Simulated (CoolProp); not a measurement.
Vapour pressure (kPa) of C3F8 (R218): the reference equation beside estimates from Tc = 345.0 K, pc = 2640 kPa, ω = 0.317. Clausius-Clapeyron is anchored at 271 K with a constant enthalpy of vaporisation of 17.08 kJ/mol.

Values from CoolProp's reference Helmholtz-energy equation of state, Lemmon 2006. It is a short technical equation, of lower accuracy than the large ones.

| T (K) | reference | Clausius-Clapeyron | Redlich-Kwong | Soave-Redlich-Kwong |
|---|---|---|---|---|
| 263.3 | 297.0 | 309.5 | … | … |
| 267.2 | … | 346.8 | 513.1 | 342.6 |
| 271 | 386.3 | 386.3 | 569.1 | 389.7 |
| 274.9 | 438.6 | 430.2 | 630.8 | 442.9 |
| 278.8 | 495.9 | 477.6 | 697.1 | 501.5 |
| 282.6 | 557.1 | 527.3 | 766.0 | … |
| 286.5 | 625.5 | … | 841.5 | 634.0 |
| 290.3 | 698.0 | 639.4 | 919.8 | … |
| 294.2 | 778.8 | 702.3 | 1005 | 790.9 |
| 298 | 864.0 | 767.7 | 1093 | 878.2 |
| 301.9 | 958.5 | 839.2 | 1189 | 975.0 |
| 305.7 | 1058 | 913.3 | 1288 | 1077 |

**Question.** Complete the blanks.

**Answer.** 
- 263.3, Redlich-Kwong: 459.7
- 263.3, Soave-Redlich-Kwong: 298.9
- 267.2, reference: 340.0
- 282.6, Soave-Redlich-Kwong: 564.0
- 286.5, Clausius-Clapeyron: 582.1
- 290.3, Soave-Redlich-Kwong: 708.2

Absolute difference from the reference over all 12 rows, mean and median: Clausius-Clapeyron 6.6 and 6.1 %, Redlich-Kwong 36.9 and 36.0 %, Soave-Redlich-Kwong 1.3 and 1.3 %.
